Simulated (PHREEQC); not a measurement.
Solution (20 °C): 45 mmol/kgw Na2CO3 and 63 mmol/kgw Na3PO4. Closed to the air; pH follows from the charge balance.

Computed with PHREEQC (ion-association model, phreeqc.dat).

Each row changes one thing in this solution. Precipitation was switched off in this run.

```json
[
 {"case": "as made", "pH": "12.07", "ionic strength (mol/kgw)": "0.444", "Na+ (mol/kgw)": "0.257"},
 {"case": "Na2CO3 replaced by NaH2PO4 at the same molality", "pH": "…", "ionic strength (mol/kgw)": "0.359", "Na+ (mol/kgw)": "0.225"},
 {"case": "Na3PO4 left out", "pH": "…", "ionic strength (mol/kgw)": "0.107", "Na+ (mol/kgw)": "0.0771"},
 {"case": "diluted 10-fold with water", "pH": "…", "ionic strength (mol/kgw)": "…", "Na+ (mol/kgw)": "0.0271"},
 {"case": "diluted 2-fold with water", "pH": "12.00", "ionic strength (mol/kgw)": "0.220", "Na+ (mol/kgw)": "…"}
]
```

### Question
Fill in the missing entries.

### Answer

- Na2CO3 replaced by NaH2PO4 at the same molality, pH: 10.80
- Na3PO4 left out, pH: 11.30
- diluted 10-fold with water, pH: 11.71
- diluted 10-fold with water, ionic strength (mol/kgw): 0.0413
- diluted 2-fold with water, Na+ (mol/kgw): 0.131

Species that the database lacks are ignored.
